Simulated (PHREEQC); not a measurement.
## Nickel, zinc or cadmium bath

Solution (25 °C): 0.05 mol NiCl2, 0.1 mol KCl and 0.13 mol MnSO4 per kg of water. Closed to the air; pH follows from the charge balance.

All values are PHREEQC results (ion-association model, wateq4f.dat), not measurements.

Each row changes one thing in this solution. No solid was allowed to form.

| case | pH | ionic strength (mol/kgw) | Cl- (mol/kgw) | Mn+2 (mol/kgw) | SO4-2 (mol/kgw) | MnSO4 (mol/kgw) |
|---|---|---|---|---|---|---|
| as made | 6.08 | 0.483 | 0.181 | 0.0760 | 0.0634 | 0.0403 |
| temperature from 25 to 20 °C | 6.15 | 0.489 | 0.180 | 0.0772 | 0.0653 | 0.0387 |
| NiCl2 left out | 6.34 | 0.384 | 0.0927 | 0.0723 | 0.0699 | 0.0506 |
| KCl left out | 6.08 | (withheld) | (withheld) | 0.0754 | 0.0623 | 0.0474 |
| NiCl2 replaced by (CH3)4NCl at the same molality | 6.35 | 0.440 | 0.139 | 0.0722 | 0.0731 | 0.0475 |
| 0.02 mol/kgw NaHCO3 added | 5.99 | 0.486 | 0.182 | 0.0723 | 0.0653 | 0.0392 |
| MnSO4 from 0.13 to 0.26 mol/kgw | 6.13 | 0.710 | 0.174 | 0.137 | 0.121 | 0.101 |
| 0.003 mol/kgw CO2 added | 4.31 | 0.483 | 0.181 | 0.0759 | 0.0634 | 0.0402 |
| temperature from 25 to 35 °C | 5.95 | 0.471 | 0.181 | 0.0736 | 0.0598 | 0.0432 |

Q: Complete the blanks.

A: 
- KCl left out, ionic strength (mol/kgw): 0.381
- KCl left out, Cl- (mol/kgw): 0.0905

The ionic strength passes 0.7 mol/kgw, the rough limit of the ion-association models, in MnSO4 from 0.13 to 0.26 mol/kgw. Some of these states are supersaturated (in Rhodochrosite, for instance). In wateq4f.dat the enthalpy of Ni(OH)2 has the wrong sign, so its saturation index can't be trusted away from 25 °C.
